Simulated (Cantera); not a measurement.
# Si + NF3 + N2 (silicon etching in halogen gases)

Feed: 1 mol Si, 5.4 mol NF3, 1.6 mol N2, at 10.0 mbar.

These are equilibrium values from Cantera (NASA tables, ideal gas, pure condensed phases), not measurements of a reactor. Candidate condensed phases: Si, Si3N4; 16 gas species. Equilibrium is a limit: real reactors are often held back by kinetics, nucleation or transport.

From 548 K to 1448 K nothing is condensed. The main Si-bearing gas is SiF4 throughout.

```tsv
T (K)	log p F	log p NF3	log p F2	log p N2	log p SiF4
548	-6.61	-2.26	-4.17	-2.51	-2.87
648	-4.81	-2.36	-2.95	-2.49	-2.90
748	-3.65	-2.92	-2.40	-2.45	-3.01
848	-2.96	-3.94	-2.36	-2.45	-3.08
948	-2.51	-5.06	-2.53	-2.50	-3.13
1048	-2.27	-6.35	-2.92	-2.56	-3.19
1148	-2.19	-7.75	-3.47	-2.59	-3.23
1248	-2.16	-9.07	-4.03	-2.61	-3.24
1348	-2.16	-10.22	-4.53	-2.61	-3.24
1448	-2.16	-11.22	-4.98	-2.61	-3.24
```
log p: log10 of the partial pressure in bar; nothing condenses.
